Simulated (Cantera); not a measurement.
## Thermodynamics of silicon oxide and oxynitride deposition, feed SiH4 + N2O + H2

Charge: 1 mol SiH4, 0.45 mol N2O, 22 mol H2, at 1373.15 K.

Method: chemical equilibrium by Gibbs-energy minimisation in Cantera with the NASA 1993 tables (ideal gas, pure condensed phases). Candidate condensed phases: H2O, Si, SiO2, Si2N2O, Si3N4; 35 gas species. Mutual solubility and eutectic melting of coexisting phases are not modelled. Rates play no part.

| P (Pa) | x H2 | x N2 | x SiO | x H | x Si | x SiH4 | n Si(s) | n Si2N2O(s) |
|---|---|---|---|---|---|---|---|---|
| 5 | 0.987 | 0.00604 | 0.00604 | 0.000469 | 7.79e-6 | 4.22e-11 | 0.247 | 0.303 |
| 36 | 0.998 | 0.000839 | 0.000839 | 0.000176 | 1.08e-6 | 3.11e-10 | 0.120 | 0.430 |
| 260 | 1.000 | 0.000116 | 0.000116 | 6.54e-5 | 1.50e-7 | 2.25e-9 | 0.103 | 0.447 |
| 1900 | 1.000 | 1.59e-5 | 1.59e-5 | 2.42e-5 | 2.05e-8 | 1.64e-8 | 0.100 | 0.450 |
| 14000 | 1.000 | 2.16e-6 | 2.16e-6 | 8.92e-6 | 2.78e-9 | 1.21e-7 | 0.100 | 0.450 |
| 100000 | 1.000 | 2.92e-7 | 3.12e-7 | 3.34e-6 | 3.90e-10 | 8.66e-7 | 0.1000 | 0.450 |
x: gas mole fraction; n: condensed amount in mol.

From 5.00 Pa to 1.00 bar the condensed part is Si(s) + Si2N2O(s). The main Si-bearing gas is SiO at 5.00 Pa and SiH4 at 1.00 bar.
